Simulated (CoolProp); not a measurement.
Properties of toluene along the isobar 100 bar (Tc = 591.7 K, pc = 41.26 bar, ω = 0.266).

Values from CoolProp's reference Helmholtz-energy equation of state, Lemmon 2006. It is a short technical equation, of lower accuracy than the large ones.

```csv
T (K),phase,isothermal compressibility (1/MPa),Prandtl number,fugacity coefficient
473.8,liquid,0.003361,3.83,0.08925
494.7,liquid,0.004199,3.65,0.1208
515.6,liquid,0.005361,3.46,0.1580
536.5,liquid,0.007027,3.27,0.2003
557.3,liquid,0.009486,3.05,0.2470
578.2,liquid,0.01329,2.82,0.2974
599.1,supercritical,0.01939,2.56,0.3504
620,supercritical,0.02944,2.30,0.4045
```

Viscosity comes from a separate model (Avgeri 2015). Thermal conductivity comes from a separate model (Assael 2012).
